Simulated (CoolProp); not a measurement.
Vapour pressure (MPa) of n-octane: the reference equation beside estimates from Tc = 295.6 °C, pc = 2.484 MPa, ω = 0.398.

Model: reference Helmholtz-energy equation of state, Beckmüller 2019, in CoolProp.

| T (°C) | reference | van der Waals | Redlich-Kwong | Soave-Redlich-Kwong |
|---|---|---|---|---|
| -6.25 | 0.0002497 | 0.04435 | 0.002226 | 0.0002439 |
| 8.25 | 0.0006805 | 0.06426 | 0.004843 | 0.0006630 |
| 22.65 | 0.001639 | 0.08970 | 0.009529 | 0.001597 |
| 37.15 | 0.003596 | 0.1218 | 0.01739 | 0.003510 |
| 51.65 | 0.007248 | 0.1613 | 0.02969 | 0.007096 |
| 66.15 | 0.01358 | 0.2087 | 0.04788 | 0.01335 |
| 80.55 | 0.02383 | 0.2645 | 0.07339 | 0.02351 |
| 95.05 | 0.03978 | 0.3301 | 0.1083 | 0.03941 |
| 109.55 | 0.06336 | 0.4057 | 0.1542 | 0.06304 |
| 124.05 | 0.09692 | 0.4920 | 0.2130 | 0.09682 |
| 138.55 | 0.1431 | 0.5895 | 0.2864 | 0.1435 |
| 152.95 | 0.2043 | 0.6979 | 0.3757 | 0.2056 |

Absolute difference from the reference over all 12 rows, mean and median: van der Waals 3539.0 and 1223.4 %, Redlich-Kwong 304.8 and 230.3 %, Soave-Redlich-Kwong 1.5 and 1.5 %.
